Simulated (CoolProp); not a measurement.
Vapour-liquid equilibrium of cyclohexane (1) + p-xylene (2) at 409.9 K; x and y are mole fractions of (1).

Model: multi-fluid Helmholtz-energy mixture model, Zhou 2014 and Zhou 2012; pair parameters Bell 2016, in CoolProp.

Give the bubble pressure and the first vapour's composition at x = 0.275, 0.5, 0.65. Is there an azeotrope?

x = 0.275: 0.2016 MPa, y = 0.627; x = 0.5: 0.2734 MPa, y = 0.795; x = 0.65: 0.3176 MPa, y = 0.868. No azeotrope shows between x = 0.05 and 0.95.

Pair parameters are fitted to limited data, so mixtures are less certain than the pure fluids.
